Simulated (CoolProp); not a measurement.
A Linde-Hampson liquefier for normal hydrogen: isothermal reversible compression at 250 K from 1 atm to 5 MPa, throttling to 1 atm, return gas leaving the recuperator 2 K below the feed. Each further row changes one setting.

Model: reference Helmholtz-energy equation of state, Leachman 2009, in CoolProp.

```
case                        compression work (kJ/kg of gas)
--------------------------  -------------------------------
as stated                                              4050
high pressure 10 MPa                                   4800
warm-end temperature 280 K                             4540
warm-end gap 7 K                                       4050
```
